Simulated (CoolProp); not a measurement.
Octamethyltrisiloxane (MDM) along the isobar 1.89 MPa: fugacity coefficient from the reference equation and from simpler models built on Tc = 565.4 K, pc = 1.438 MPa, ω = 0.528; each cubic takes its own stable root.

Model: reference Helmholtz-energy equation of state, Thol 2017, in CoolProp.

```csv
T (K),phase,reference
366,liquid,0.009630
371.2,liquid,0.01167
376.3,liquid,0.01399
381.4,liquid,0.01666
386.5,liquid,0.01971
391.7,liquid,0.02326
396.8,liquid,0.02719
401.9,liquid,0.03160
407.1,liquid,0.03664
412.2,liquid,0.04215
417.3,liquid,0.04823
422.4,liquid,0.05494
427.6,liquid,0.06245
432.7,liquid,0.07050
```

**Question.** How far does each simpler model (van der Waals, Redlich-Kwong, Soave-Redlich-Kwong, Peng-Robinson) lie from the reference over these 14 states: mean and median of the absolute difference, and the worst?

**Answer.** 
- van der Waals: mean 584.7 %, median 513.2 %, worst +1164.8 % at 366 K and 1.89 MPa
- Redlich-Kwong: mean 187.0 %, median 175.8 %, worst +309.0 % at 366 K and 1.89 MPa
- Soave-Redlich-Kwong: mean 1.5 %, median 1.4 %, worst +1.9 % at 366 K and 1.89 MPa
- Peng-Robinson: mean 1.0 %, median 0.9 %, worst +2.5 % at 366 K and 1.89 MPa
